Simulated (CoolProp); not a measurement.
Vapour-liquid equilibrium of R125 (1) + n-butane (2) at 295 K; x and y are mole fractions of (1).

Computed with CoolProp (multi-fluid Helmholtz-energy mixture model, Lemmon 2005 and Bücker 2006; pair parameters Bell 2016).

```json
[
 {"x": "0.05", "bubble pressure (kPa)": "395.0", "y at the bubble point": "0.440", "dew pressure at overall composition x (kPa)": "232.2", "liquid density (mol/L)": "9.912"},
 {"x": "0.125", "bubble pressure (kPa)": "599.9", "y at the bubble point": "0.635", "dew pressure at overall composition x (kPa)": "252.4", "liquid density (mol/L)": "9.898"},
 {"x": "0.2", "bubble pressure (kPa)": "748.0", "y at the bubble point": "0.713", "dew pressure at overall composition x (kPa)": "276.4", "liquid density (mol/L)": "9.879"},
 {"x": "0.275", "bubble pressure (kPa)": "853.3", "y at the bubble point": "0.754", "dew pressure at overall composition x (kPa)": "305.2", "liquid density (mol/L)": "9.855"},
 {"x": "0.35", "bubble pressure (kPa)": "928.6", "y at the bubble point": "0.779", "dew pressure at overall composition x (kPa)": "340.5", "liquid density (mol/L)": "9.828"},
 {"x": "0.425", "bubble pressure (kPa)": "984.4", "y at the bubble point": "0.798", "dew pressure at overall composition x (kPa)": "384.8", "liquid density (mol/L)": "9.801"},
 {"x": "0.5", "bubble pressure (kPa)": "1029", "y at the bubble point": "0.813", "dew pressure at overall composition x (kPa)": "441.8", "liquid density (mol/L)": "9.777"},
 {"x": "0.575", "bubble pressure (kPa)": "1068", "y at the bubble point": "0.828", "dew pressure at overall composition x (kPa)": "517.9", "liquid density (mol/L)": "9.759"},
 {"x": "0.65", "bubble pressure (kPa)": "1105", "y at the bubble point": "0.843", "dew pressure at overall composition x (kPa)": "623.8", "liquid density (mol/L)": "9.753"},
 {"x": "0.725", "bubble pressure (kPa)": "1143", "y at the bubble point": "0.862", "dew pressure at overall composition x (kPa)": "777.3", "liquid density (mol/L)": "9.764"},
 {"x": "0.8", "bubble pressure (kPa)": "1181", "y at the bubble point": "0.886", "dew pressure at overall composition x (kPa)": "990.8", "liquid density (mol/L)": "9.799"},
 {"x": "0.875", "bubble pressure (kPa)": "1218", "y at the bubble point": "0.918", "dew pressure at overall composition x (kPa)": "1164", "liquid density (mol/L)": "9.865"},
 {"x": "0.95", "bubble pressure (kPa)": "1251", "y at the bubble point": "0.962", "dew pressure at overall composition x (kPa)": "1244", "liquid density (mol/L)": "9.970"}
]
```

No azeotrope shows between x = 0.05 and 0.95.

The pair parameters rest on a limited set of measurements; away from them the model extrapolates. With so large a gap from Raoult's law the liquid may split in two, which this calculation doesn't test in full.
